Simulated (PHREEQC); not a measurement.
# Ultrapure water in contact with air or piping: speciation

Synthetic water in mg/L, 50 °C, pH 5.86, pe 11.5:

```json
[
 {"constituent": "Na", "mg/L": "0.00199"},
 {"constituent": "K", "mg/L": "0.00688"},
 {"constituent": "Ca", "mg/L": "0.0139"},
 {"constituent": "Mg", "mg/L": "0.00158"},
 {"constituent": "Cl", "mg/L": "0.0258"},
 {"constituent": "S(6) as SO4", "mg/L": "0.00558"},
 {"constituent": "Alkalinity as HCO3", "mg/L": "0.0149"},
 {"constituent": "F", "mg/L": "4.88e-06"}
]
```

Valence states are taken as typed.

The numbers come from PHREEQC with the ion-association model, phreeqc.dat.

This is a speciation only: nothing precipitates in the calculation.

**Question.** Estimate the ionic strength, charge-balance error.

**Answer.** ionic strength 2.94e-6 mol/kgw; charge-balance error -0.1 %.

**Question.** In which forms is C present?

**Answer.** CO2 73 %, HCO3- 27 % of the C.

At this temperature some constants are extrapolated from 25 °C, and those without enthalpy data are left unchanged.
